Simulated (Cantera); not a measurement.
Cantera with NASA thermochemical tables; ideal gases at 1 bar, condensed phases pure. Values are per mole of reaction as written; species without (g) are pure solids or liquids, kept so even where they would boil at 1 bar.

### Question
Between 448 and 648 K, where is each reaction favourable under standard conditions?
- 6 Cl(g) + 2 BF3(g) ⇌ 2 BCl3(g) + 3 F2(g)

### Answer
- 6 Cl(g) + 2 BF3(g) ⇌ 2 BCl3(g) + 3 F2(g): ΔG° is 877 kJ at 448 K and 941 kJ at 648 K; it stays positive (K < 1). ΔH° is 733 kJ and ΔS° -322 J/K at 648 K.
